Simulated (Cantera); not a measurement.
A perfectly stirred reactor is fed with CO : O₂ : H₂O : N₂ = 0.0081 : 0.044 : 0.0029 : 1 (molar parts), equivalence ratio 0.092, at 0.118 atm; it is held at 1175 K, and followed from long to short residence time.

Cantera simulation using GRI-Mech 3.0 (53 species, 325 reactions); the numbers are that mechanism's predictions, not measurements.

x: mole fraction; the columns are a selection and need not sum to one.

```csv
τ (s),x CO,x O₂,x H₂O,x N₂O,x OH,x O,x H
12,8.98e-5,0.0380,0.00275,1.98e-7,(withheld),2.95e-5,1.30e-6
3.3,0.000212,0.0381,0.00274,1.72e-7,(withheld),6.89e-5,4.59e-6
0.88,0.000504,0.0382,0.00272,1.41e-7,(withheld),0.000161,1.61e-5
0.23,0.00118,0.0384,0.00268,1.09e-7,(withheld),0.000361,5.27e-5
0.062,0.00257,0.0389,0.00261,8.08e-8,9.80e-5,0.000688,0.000132
0.017,0.00489,0.0399,0.00258,4.96e-8,0.000100,0.000881,0.000175
0.0044,0.00726,0.0414,0.00271,6.65e-9,(withheld),0.000276,2.86e-5
```

Task: Complete the blanks.

Result: 
- 12, x OH: 2.21e-5
- 3.3, x OH: 3.35e-5
- 0.88, x OH: 5.05e-5
- 0.23, x OH: 7.41e-5
- 0.0044, x OH: 3.86e-5
